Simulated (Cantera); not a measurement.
A Cantera script and its output.

```python
import numpy as np
import cantera as ct

surf = ct.Interface("ptcombust.yaml", "Pt_surf")
gas = surf.adjacent["gas"]
gas.TPX = 925, 101325, {'H2': 0.0033, 'O2': 0.21, 'N2': 0.79}
surf.TP = 925, 101325
reactor = ct.FlowReactor(gas, clone=False)
reactor.area = 0.0001  # m2
reactor.surface_area_to_volume_ratio = 220  # 1/m
reactor.mass_flow_rate = 0.78 * reactor.area * gas.density  # inlet velocity 0.78 m/s
reactor.energy_enabled = False
wall = ct.ReactorSurface(surf, reactor, clone=False)
net = ct.ReactorNet([reactor])
net.rtol, net.atol = 1e-8, 1e-16
show, cover = ['H2', 'O2', 'H2O'], ['PT(S)', 'H(S)', 'O(S)', 'OH(S)', 'CO(S)', 'C(S)']

rows = []
print(f"{'z/m':>9s}{'u/(m/s)':>9s}" + "".join(f"{s:>13s}" for s in show + cover))
for z in [4.2e-05, 8.1e-05, 0.00016, 0.0003, 0.00058, 0.0011, 0.0022, 0.0042]:
    net.advance(z)
    rows.append([reactor.speed, *gas[show].X, *surf[cover].coverages])
    print(f"{z:9.4g}{rows[-1][0]:9.3g}" + "".join(f"{x:13.4e}" for x in rows[-1][1:]))
```

It prints:

```
      z/m  u/(m/s)           H2           O2          H2O        PT(S)         H(S)         O(S)        OH(S)        CO(S)         C(S)
  4.2e-05     0.78   3.1374e-03   2.0925e-01   1.5202e-04   1.0856e-01   3.5181e-08   8.9068e-01   7.6044e-04   9.2729e-33   4.1406e-35
  8.1e-05     0.78   3.0034e-03   2.0920e-01   2.8623e-04   1.0803e-01   3.5271e-08   8.9119e-01   7.7461e-04   9.1146e-33   4.0683e-35
  0.00016     0.78   2.7509e-03   2.0910e-01   5.3913e-04   1.0705e-01   3.5402e-08   8.9215e-01   8.0033e-04  -7.9083e-33  -3.5411e-35
   0.0003     0.78   2.3586e-03   2.0894e-01   9.3205e-04   1.0556e-01   3.5511e-08   8.9361e-01   8.3800e-04   2.8441e-31   1.2570e-33
  0.00058    0.779   1.7434e-03   2.0870e-01   1.5483e-03   1.0327e-01   3.5495e-08   8.9583e-01   8.9229e-04  -6.3301e-31  -2.9295e-33
   0.0011    0.779   1.0077e-03   2.0841e-01   2.2852e-03   1.0064e-01   3.5241e-08   8.9841e-01   9.5081e-04  -4.3219e-29  -1.8263e-31
   0.0022    0.779   3.2518e-04   2.0814e-01   2.9688e-03   9.8294e-02   3.4832e-08   9.0071e-01   9.9996e-04   4.9095e-27   2.1554e-29
   0.0042    0.779   4.2924e-05   2.0802e-01   3.2515e-03   9.7349e-02   3.4624e-08   9.0163e-01   1.0190e-03   9.5779e-29   3.9334e-31
```

Cantera simulation using Deutschmann's 1995 Pt surface mechanism with GRI-Mech 3.0 gas chemistry; the numbers are that mechanism's predictions, not measurements. Catalytic surfaces can have several steady states; this one follows from the mechanism file's or the stated starting coverage. Mass transfer to the wall is taken as infinitely fast.
